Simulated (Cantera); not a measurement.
A perfectly stirred reactor is fed with 9.09 % H2, 90.9 % O2, equivalence ratio 0.050, at 0.00424 atm; it is held at 1175 K, and followed from long to short residence time.

Cantera simulation using the H2/O2 subset of GRI-Mech 3.0, which has no nitrogen chemistry; the numbers are that mechanism's predictions, not measurements. Radical loss at walls, strong at low pressure, is not modelled. The temperature is held fixed by assumption; the heat of reaction is taken as removed at once.

x: mole fraction; the columns are a selection and need not sum to one.

```csv
τ (s),x H2,x O2,x H2O2,x OH,x H2O
28,0.000108,0.903,3.66e-8,0.000973,0.0945
8.0,0.000239,0.901,4.64e-8,0.00147,0.0938
2.2,…,0.896,5.42e-8,…,0.0924
0.63,0.00108,0.887,5.76e-8,0.00316,0.0894
0.18,0.00201,0.872,5.70e-8,0.00422,0.0839
0.050,…,0.858,5.84e-8,…,…
0.014,0.00693,0.854,7.13e-8,0.00629,0.0700
0.0039,0.0165,0.860,1.00e-7,0.00762,0.0588
```

Question: Fill in the missing entries.

Answer: 
- 2.2, x H2: 0.000527
- 2.2, x OH: 0.00220
- 0.050, x H2: 0.00353
- 0.050, x OH: 0.00521
- 0.050, x H2O: 0.0771
